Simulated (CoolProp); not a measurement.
Vapour-liquid equilibrium of R114 (1) + benzene (2) at 349 kPa; x and y are mole fractions of (1).

The numbers come from the multi-fluid Helmholtz-energy mixture model, Platzer 1990 and Thol 2012; pair parameters Bell 2016 in CoolProp. This equation is an older, rougher fit; its heat capacities, sound speeds and derivatives of the liquid may be far off and weren't checked against measurements.

```
x     bubble temperature (°C)  y at the bubble point  dew temperature at overall composition x (°C)  liquid density (mol/L)
----  -----------------------  ---------------------  ---------------------------------------------  ----------------------
0.05                    105.4                  0.411                                          124.2                   9.876
0.15                     80.4                  0.724                                          119.6                   9.932
0.25                     68.3                  0.824                                          114.5                   9.807
0.35                     61.5                  0.869                                          109.0                   9.611
0.45                     57.1                  0.895                                          102.9                   9.389
0.55                     53.8                  0.915                                           95.9                   9.159
0.65                     50.9                  0.932                                           87.7                   8.930
0.75                     48.2                  0.949                                           77.6                   8.710
0.85                     45.4                  0.967                                           64.5                   8.500
0.95                     42.6                  0.988                                           48.0                   8.305
```

No azeotrope shows between x = 0.05 and 0.95.

Pair parameters are fitted to limited data, so mixtures are less certain than the pure fluids. With so large a gap from Raoult's law the liquid may split in two, which this calculation doesn't test in full.
